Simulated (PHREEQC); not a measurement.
Synthetic water in mg/kgw, 20 °C, pH 7.05:

```csv
constituent,mg/kgw
Na,9230
K,1070
Ca,277
Mg,1970
Cl,17100
S(6) as SO4,6420
Alkalinity as HCO3,0.0129
Li,4.49
```

Valence states are taken as typed.

The numbers come from PHREEQC with the Pitzer model, pitzer.dat.

No solid was allowed to form.

Question: Order these C species by the share of C that they hold, largest first: MgCO3, CO2, HCO3-, CO3-2.

Answer: HCO3- (89 %), CO2 (10 %), MgCO3 (0.36 %), CO3-2 (0.31 %)

The ionic strength is 0.765 mol/kgw. Complexes and solids missing from the database can't appear.
